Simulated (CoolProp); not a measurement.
Model: reference Helmholtz-energy equation of state, Guder 2009, in CoolProp.

Question: Give the vapour pressure (kPa), liquid cp (kJ/(kg K)), vapour Z of saturated sulfur hexafluoride at 258.8, 268.7 K.

Answer: 
| T (K) | p (kPa) | liquid cp (kJ/(kg K)) | vapour Z |
|---|---|---|---|
| 258.8 | 824 | 0.963 | 0.828 |
| 268.7 | 1100 | 1.01 | 0.788 |
